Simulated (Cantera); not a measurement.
# Catalytic combustion on Pt

An isothermal plug-flow reactor at 873 K and 101000 Pa (inlet), inlet velocity 0.074 m/s, active area per volume 240 1/m; feed H2 : O2 : N2 = 0.011 : 0.2 : 0.79 (molar parts).

Detailed kinetics in Cantera: Deutschmann's 1995 Pt surface mechanism with GRI-Mech 3.0 gas chemistry. Catalytic surfaces can have several steady states; this one follows from the mechanism file's or the stated starting coverage. Mass transfer to the wall is taken as infinitely fast.

```csv
z (m),x H2,x O2,x H2O,θ free Pt,θ O*,θ OH*
0.00013,0.00280,0.197,0.00824,0.0748,0.923,0.00193
0.00024,0.00114,0.196,0.00990,0.0673,0.931,0.00192
0.00042,0.000292,0.195,0.0108,0.0639,0.934,0.00191
0.00075,2.59e-5,0.195,0.0110,0.0628,0.935,0.00191
0.0013,4.68e-7,0.195,0.0110,0.0627,0.935,0.00191
0.0024,1.54e-10,0.195,0.0110,0.0627,0.935,0.00191
0.0042,<1e-12,0.195,0.0110,0.0627,0.935,0.00191
0.0075,<1e-12,0.195,0.0110,0.0627,0.935,0.00191
0.013,<1e-12,0.195,0.0110,0.0627,0.935,0.00191
```
x: gas mole fraction; θ: surface coverage.
